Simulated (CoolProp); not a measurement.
A single-stage vapour-compression cycle with sulfur dioxide: evaporating at 312.15 K (dew point), condensing at 371.15 K (bubble point), superheat 10 K, subcooling 0 K, compressor efficiency 0.6, no pressure losses. Each further row changes one setting.

The numbers come from the reference Helmholtz-energy equation of state, Gao 2016 in CoolProp.

```csv
case,cooling COP,pressure ratio,discharge temperature (K),refrigerating effect (kJ/kg),volumetric capacity (kJ/m³)
as stated,2.41,4.36,489.1,260,4140
evaporating temperature 317.15 K,2.72,3.76,476.8,262,4800
condensing temperature 366.15 K,2.70,3.93,475.9,268,4270
subcooling 5 K,2.48,4.36,489.1,268,4270
superheat 20 K,2.38,4.36,504.1,268,4090
compressor efficiency 0.5,2.01,4.36,515.8,260,4140
```
